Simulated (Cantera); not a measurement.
Input: 1 mol CF₄, 19 mol H₂, held at 3375 K.

These are equilibrium values from Cantera (NASA tables, ideal gas, pure condensed phases), not measurements of a reactor. Candidate condensed phases: C, C₆H₆, C₇H₈, C₈H₁₈; 95 gas species. The numbers say what is thermodynamically allowed, not how fast it happens.

Problem. At 170 Pa, list the 4 most abundant gas species with their mole fractions, and the condensed phases.

Solution. H 0.873, F 0.0579, HF 0.0391, C 0.0220. Condensed: gas only.
